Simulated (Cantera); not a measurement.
A closed system holds: 1 mol CH3F, 0.078 mol F2, 0.63 mol H2, equilibrated at 0.133 bar.

Method: chemical equilibrium by Gibbs-energy minimisation in Cantera with the NASA 1993 tables (ideal gas, pure condensed phases). Candidate condensed phases: C, C6H6, C7H8, C8H18; 95 gas species. Equilibrium is a limit: real reactors are often held back by kinetics, nucleation or transport.

Task: Which condensed phases are stable at each of these points (T (°C)): 2175, 2325, 2475, 2625, 2775, 2925, 3075?

Result: 
| T (°C) | condensed phases | C condensed (%) |
|---|---|---|
| 2175 | C(graphite) | 97.4 |
| 2325 | C(graphite) | 95.3 |
| 2475 | C(graphite) | 92.0 |
| 2625 | C(graphite) | 86.9 |
| 2775 | C(graphite) | 77.6 |
| 2925 | C(graphite) | 54.0 |
| 3075 | gas only | 0.0 |

From 2175 °C to 2925 °C the condensed part is C(graphite). At 3075 °C nothing is condensed.
